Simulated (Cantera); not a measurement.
An isothermal, constant-pressure homogeneous reactor starts with CH4 : H2 = 1 : 7.7 (molar parts), at 1500 K and 0.0132 atm.

Cantera simulation using GRI-Mech 3.0 (53 species, 325 reactions); the numbers are that mechanism's predictions, not measurements. GRI-Mech 3.0 stops at C3 and has no aromatics, soot or wall deposition, so with more carbon than oxygen in the feed, carbon stays in small species such as C2H2 where larger ones or solid carbon would form. Radical loss at walls, strong at low pressure, is not modelled.

x: mole fraction; the columns are a selection and need not sum to one.

```tsv
t (s)	x CH4	x H2	x C2H2	x C2H6	x CH2
0.000600	0.115	0.885	<1e-12	5.03e-12	<1e-12
0.00182	0.115	0.885	<1e-12	1.45e-10	2.36e-12
0.00553	0.115	0.885	9.04e-12	3.80e-9	2.26e-11
0.0168	0.115	0.885	1.00e-9	8.50e-8	2.09e-10
0.0510	0.115	0.885	(withheld)	(withheld)	(withheld)
0.155	0.115	0.885	1.99e-5	7.46e-6	1.06e-8
0.470	0.113	0.886	(withheld)	(withheld)	1.72e-8
1.43	0.108	0.889	0.00295	1.03e-5	1.68e-8
4.34	0.0936	0.897	0.00923	8.19e-6	1.57e-8
13.2	0.0653	0.912	0.0220	4.46e-6	1.30e-8
40.0	0.0305	0.931	0.0377	1.20e-6	8.42e-9
```

Problem. Complete the blanks.

Solution. 
- 0.0510, x C2H2: 1.43e-7
- 0.0510, x C2H6: 1.25e-6
- 0.0510, x CH2: 1.79e-9
- 0.470, x C2H2: 0.000568
- 0.470, x C2H6: 1.12e-5
